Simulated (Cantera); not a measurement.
Cantera run, input and output.

```python
import numpy as np
import cantera as ct

gas = ct.Solution("gri30.yaml")
gas.TPX = 525, 30000, {'CH4': 1, 'C2H6': 0.35, 'C3H8': 0.35, 'O2': 7.32, 'N2': 27.5}
inlet = ct.Reservoir(gas, clone=True)
gas.equilibrate("HP")  # start burning
reactor = ct.IdealGasConstPressureReactor(gas, energy="on", clone=False)
exhaust = ct.Reservoir(gas, clone=True)
tau = [0.14, 0.042, 0.013, 0.0041, 0.0013, 0.00041, 0.00013, 4e-05, 1.2e-05, 3.9e-06][0]
for a, b in ((inlet, reactor), (reactor, exhaust)):
    ct.MassFlowController(a, b, mdot=lambda t: reactor.mass / tau)
net = ct.ReactorNet([reactor])
show = ['CH4', 'C2H6', 'C3H8', 'C2H', 'N2O', 'H2O2']

rows = []
print(f"{'tau/s':>10s}{'T/K':>9s}" + "".join(f"{s:>11s}" for s in show))
for tau in [0.14, 0.042, 0.013, 0.0041, 0.0013, 0.00041, 0.00013, 4e-05, 1.2e-05, 3.9e-06]:
    net.initial_time = 0.0
    net.advance(30 * tau)
    before = gas.X
    net.advance(40 * tau)
    drift = np.max(np.abs(gas.X - before) / (gas.X + 1e-9))
    rows.append([gas.T, *gas[show].X, drift])
    print(f"{tau:10.3e}{gas.T:9.1f}" + "".join(f"{x:11.3e}" for x in gas[show].X))
```

Output:

```
     tau/s      T/K        CH4       C2H6       C3H8        C2H        N2O       H2O2
 1.400e-01   1964.2  2.580e-06  1.827e-07  1.797e-07  2.090e-09  1.572e-07  4.102e-08
 4.200e-02   1932.1  5.719e-06  4.584e-07  4.396e-07  3.664e-09  1.411e-07  5.905e-08
 1.300e-02   1882.2  1.298e-05  1.112e-06  1.024e-06  5.474e-09  1.147e-07  8.943e-08
 4.100e-03   1815.0  3.186e-05  2.784e-06  2.463e-06  7.656e-09  9.212e-08  1.382e-07
 1.300e-03   1734.3  9.011e-05  7.808e-06  6.701e-06  1.148e-08  7.554e-08  2.158e-07
 4.100e-04   1637.3  3.446e-04  2.931e-05  2.490e-05  2.214e-08  6.018e-08  3.418e-07
 1.300e-04    525.0  2.738e-02  9.584e-03  9.584e-03  6.496e-42  1.738e-21  1.498e-18
 4.000e-05    525.0  2.738e-02  9.584e-03  9.584e-03  3.881e-47  2.230e-23  1.922e-20
 1.200e-05    525.0  2.738e-02  9.584e-03  9.584e-03  3.315e-51  1.349e-25  1.162e-22
 3.900e-06    525.0  2.738e-02  9.584e-03  9.584e-03  2.580e-54  8.521e-27  7.342e-24
```

Model: GRI-Mech 3.0 (53 species, 325 reactions), integrated in Cantera. GRI-Mech 3.0 was tuned for natural gas; its chemistry of propane as a main component is partial and can be far from experiment.
